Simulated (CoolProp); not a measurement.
Properties of R1336mzz(Z) along the isotherm 191.55 °C.

Model: reference Helmholtz-energy equation of state, McLinden 2020, in CoolProp.

| p (MPa) | phase | cp (kJ/(kg K)) | speed of sound (m/s) | isothermal compressibility (1/MPa) | expansivity (1/kK) | fugacity coefficient |
|---|---|---|---|---|---|---|
| 0.00459 | gas | 1.084 | 157.1 | 218.0 | 2.156 | 0.9995 |
| 0.00742 | gas | 1.084 | 157.1 | 134.9 | 2.158 | 0.9992 |
| 0.012 | gas | 1.085 | 157.0 | 83.44 | 2.162 | 0.9988 |
| 0.0194 | gas | 1.085 | 156.9 | 51.65 | 2.168 | 0.9980 |
| 0.0313 | gas | 1.085 | 156.7 | 32.05 | 2.178 | 0.9967 |
| 0.0505 | gas | 1.086 | 156.5 | 19.91 | 2.195 | 0.9948 |
| 0.0816 | gas | 1.088 | 156.0 | 12.36 | 2.222 | 0.9915 |
| 0.132 | gas | 1.090 | 155.3 | 7.683 | 2.266 | 0.9863 |
| 0.213 | gas | 1.094 | 154.1 | 4.804 | 2.340 | 0.9779 |
| 0.344 | gas | 1.101 | 152.1 | 3.020 | 2.467 | 0.9645 |
| 0.556 | gas | 1.114 | 148.9 | 1.918 | 2.694 | 0.9428 |
| 0.899 | gas | 1.137 | 143.3 | 1.243 | 3.129 | 0.9082 |
| 1.45 | gas | 1.188 | 133.6 | 0.8456 | 4.087 | 0.8534 |
